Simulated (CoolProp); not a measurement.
The fluid at 293.15 K and 2.47 MPa (gas) is heated at constant pressure to 326 K. The same conditions are run with several fluids, on thermodynamics alone (safety and materials aside).

Model: reference Helmholtz-energy equation of state of each fluid (carbon monoxide: Lemmon 2006; CF4 (R14): Platzer 1990; carbon dioxide: Span 1996; nitrous oxide: Lemmon 2006; dry air: Lemmon 2000), in CoolProp. The equations of Platzer and Polt are older, rougher fits. Blends and air are pseudo-pure fits.

```json
[
 {"fluid": "carbon monoxide", "heat (kJ/kg)": "35.6", "final density (kg/m³)": "25.6"},
 {"fluid": "CF4 (R14)", "heat (kJ/kg)": "25.3", "final density (kg/m³)": "85.6"},
 {"fluid": "carbon dioxide", "heat (kJ/kg)": "34.8", "final density (kg/m³)": "44.4"},
 {"fluid": "nitrous oxide", "heat (kJ/kg)": "35.9", "final density (kg/m³)": "44.9"},
 {"fluid": "dry air", "heat (kJ/kg)": "34.2", "final density (kg/m³)": "26.4"}
]
```
